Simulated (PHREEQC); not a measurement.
# Polishing slurry liquid

Make-up at 25 °C: 1.2 mmol/kgw H2SO4, 0.079 mmol/kgw K2SO4 and 180 mmol/kgw KH2PO4. Closed to the air; pH follows from the charge balance.

All values are PHREEQC results (ion-association model, phreeqc.dat), not measurements.

This is a speciation only: nothing precipitates in the calculation.

Predict the pH.

pH 3.88.

In which forms is P present?

H2PO4- 99 %, H3PO4 1.4 % of the P.
